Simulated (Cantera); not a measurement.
Charge: 1 mol C3H6, 61 mol H2, 0.041 mol O2, equilibrated at 2598.15 K and 11.0 bar.

Equilibrium computed with Cantera from the NASA thermochemical tables; the gas is ideal and each condensed phase is pure. Candidate condensed phases: C, C6H6, C7H8, C8H18, H2O; 110 gas species. Rates play no part.

Base state: H2 0.970, C2H2 (acetylene) 0.0156, H 0.0113, CH4 0.00133, CO 0.00127, CH3 0.000273, C4H2 0.000104, C2H4 8.67e-5 (mole fractions); condensed: C(graphite).

Problem. What changes in the equilibrium state with this change: C3H6 replaced by CH3OH?

Solution. 
```tsv
species	before	after
H2	0.970	0.972
CO	0.00127	0.0155
H	0.0113	0.0113
C2H2 (acetylene)	0.0156	9.88e-8
C4H2	0.000104	<1e-9
C2H4	8.67e-5	<1e-9
C2H2 (vinylidene)	1.67e-5	<1e-9
C(graphite), mol	0.757	0
```

Problem. What changes in the equilibrium state with this change: temperature from 2598.15 K to 2800 K?

Solution. 
| species | before | after |
|---|---|---|
| H2 | 0.970 | 0.952 |
| H | 0.0113 | 0.0241 |
| C2H2 (acetylene) | 0.0156 | 0.0213 |
| C2H | 1.60e-5 | 6.80e-5 |
| CH2 | 6.79e-6 | 1.91e-5 |
| C(graphite), mol | 0.757 | 0 |

Problem. What changes in the equilibrium state with this change: 0.12 mol CO2 added?

Solution. 
```
species            before    after
----------------  -------  -------
H2                  0.970    0.966
C2H2 (acetylene)   0.0156   0.0156
H                  0.0113   0.0113
CO                0.00127  0.00498
C2H4              8.67e-5  8.60e-5
CH4               0.00133  0.00132
C(graphite), mol    0.757    0.637
```
